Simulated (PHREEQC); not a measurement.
A solution holds 1.3 mmol/kgw FeCl3, 99 mmol/kgw Na2SeO4 and 190 mmol/kgw H2SO4, at 25 °C. Closed to the air; pH follows from the charge balance.

The numbers come from PHREEQC with the ion-association model, wateq4f.dat.

No solid was allowed to form.

Task: Order these S species by the share of S that they hold, largest first: NaSO4-, FeHSO4+2, FeSO4+, HSO4-, SO4-2.

Result: HSO4- (76 %), SO4-2 (19 %), NaSO4- (4.0 %), FeSO4+ (0.33 %), FeHSO4+2 (0.27 %)

The pH is 0.89 and the ionic strength 0.425 mol/kgw.
